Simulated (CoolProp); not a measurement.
20 sccm (0 °C, 1 atm) of nitrogen bubbles through liquid hexamethyldisiloxane (MM) at 301.5 K and leaves saturated at a total pressure of 0.0418 MPa (ideal gas phase). Each further row changes one setting.

Model: reference Helmholtz-energy equation of state, Thol 2016, in CoolProp.

| case | vapour pressure (kPa) | mole fraction of vapour | delivery (mg/min) | delivery (sccm) | change of delivery for a bath 1 K warmer (%) |
|---|---|---|---|---|---|
| as stated | 6.59 | 0.158 | 27.1 | … | … |
| bath temperature 306.5 K | … | 0.201 | 36.4 | … | … |
| total pressure 0.0836 MPa | 6.59 | … | 12.4 | 1.71 | … |

### Question
Fill in the missing entries.

### Answer

- as stated, delivery (sccm): 3.75
- as stated, change of delivery for a bath 1 K warmer (%): 6.0
- bath temperature 306.5 K, vapour pressure (kPa): 8.39
- bath temperature 306.5 K, delivery (sccm): 5.03
- bath temperature 306.5 K, change of delivery for a bath 1 K warmer (%): 6.1
- total pressure 0.0836 MPa, mole fraction of vapour: 0.0789
- total pressure 0.0836 MPa, change of delivery for a bath 1 K warmer (%): 5.5
